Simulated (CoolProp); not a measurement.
A single-stage vapour-compression cycle with R410A: evaporating at 211.15 K (dew point), condensing at 237.15 K (bubble point), superheat 2 K, subcooling 2 K, compressor efficiency 0.85, no pressure losses. Each further row changes one setting.

The numbers come from the reference Helmholtz-energy equation of state, Lemmon 2003 in CoolProp. It is a pseudo-pure fit of the blend.

| case | cooling COP | pressure ratio | discharge temperature (K) | refrigerating effect (kJ/kg) | volumetric capacity (kJ/m³) |
|---|---|---|---|---|---|
| as stated | ? | 3.67 | 270.9 | 250 | 603 |
| evaporating temperature 216.15 K | 8.06 | 2.78 | 263.6 | 253 | 791 |
| condensing temperature 232.15 K | 7.87 | ? | 260.5 | 257 | 620 |
| subcooling 7 K | ? | 3.67 | 270.9 | 257 | 620 |
| superheat 12 K | 6.10 | 3.67 | 282.4 | 258 | 590 |
| compressor efficiency 0.75 | ? | 3.67 | ? | 250 | 603 |

Fill in the missing entries.


- as stated, cooling COP: 6.23
- condensing temperature 232.15 K, pressure ratio: 2.93
- subcooling 7 K, cooling COP: 6.40
- compressor efficiency 0.75, cooling COP: 5.50
- compressor efficiency 0.75, discharge temperature (K): 277.3
